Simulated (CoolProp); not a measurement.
The numbers come from the reference Helmholtz-energy equation of state, Wu 2012 in CoolProp.

Q: Give the vapour pressure (bar), vapour density (kg/m³), enthalpy of vaporisation (kJ/kg), liquid cp (kJ/(kg K)) of saturated fluoroethane (R161) at 257.5, 276.5, 314.5 K.

A: 
| T (K) | p (bar) | vapour density (kg/m³) | enthalpy of vaporisation (kJ/kg) | liquid cp (kJ/(kg K)) |
|---|---|---|---|---|
| 257.5 | 2.52 | 6.05 | 400 | 2.05 |
| 276.5 | 4.87 | 11.4 | 374 | 2.15 |
| 314.5 | 14.1 | 33.3 | 309 | 2.44 |
